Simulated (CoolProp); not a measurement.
Saturated liquid density (kg/m³) of isobutene: the reference equation beside estimates from Tc = 418.1 K, pc = 4016 kPa, ω = 0.193. Rackett uses Z = 0.29056 − 0.08775 ω.

Values from CoolProp's reference Helmholtz-energy equation of state, Lemmon 2005. It is a short technical equation, of lower accuracy than the large ones.

| T (K) | reference | Rackett | van der Waals | Redlich-Kwong | Soave-Redlich-Kwong | Peng-Robinson |
|---|---|---|---|---|---|---|
| 275.6 | 615.6 | 614.1 | 382.6 | 558.7 | 572.9 | 648.0 |
| 278.7 | 612.0 | 610.5 | 380.4 | 554.8 | 569.2 | 644.0 |
| 281.7 | 608.4 | 606.9 | 378.2 | 550.9 | 565.6 | 640.0 |
| 284.7 | 604.9 | 603.3 | 376.0 | 547.0 | 561.9 | 635.9 |
| 287.8 | 601.1 | 599.5 | 373.7 | 542.9 | 558.0 | 631.7 |
| 290.8 | 597.5 | 595.8 | 371.4 | 538.9 | 554.1 | 627.5 |
| 293.9 | 593.7 | 592.0 | 369.0 | 534.6 | 550.1 | 623.0 |
| 296.9 | 590.0 | 588.2 | 366.6 | 530.5 | 546.1 | 618.6 |
| 300 | 586.1 | 584.3 | 364.2 | 526.1 | 541.9 | 614.0 |
| 303 | 582.3 | 580.4 | 361.8 | 521.8 | 537.8 | 609.5 |
| 306.1 | 578.3 | 576.4 | 359.3 | 517.3 | 533.5 | 604.6 |
| 309.1 | 574.4 | 572.5 | 356.8 | 512.8 | 529.2 | 599.9 |
| 312.1 | 570.5 | 568.5 | 354.2 | 508.3 | 524.8 | 595.0 |
| 315.2 | 566.3 | 564.3 | 351.6 | 503.6 | 520.1 | 589.8 |

Absolute difference from the reference over all 14 rows, mean and median: Rackett 0.3 and 0.3 %, van der Waals 37.9 and 37.9 %, Redlich-Kwong 10.1 and 10.0 %, Soave-Redlich-Kwong 7.4 and 7.4 %, Peng-Robinson 4.8 and 4.9 %.
